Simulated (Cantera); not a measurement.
## Ignition delay

Mixture: 9.12 % CH4, 0.365 % C2H6, 0.811 % C3H8, 23.5 % O2, 61.3 % N2, 4.92 % CO2, equivalence ratio 1.0, at 2.40 bar, adiabatic and at constant pressure. Ignition delay is the time to a rise of 400 K.

Detailed kinetics in Cantera: GRI-Mech 3.0 (53 species, 325 reactions).

```tsv
T0 (K)	delay (ms)
1125	15.0
1200	4.61
1275	1.47
1350	0.518
1425	0.206
1500	0.0935
1575	0.0480
```

| Property | Value |
|---|---|
| apparent activation energy between 1425 and 1575 K | 180 kJ/mol |
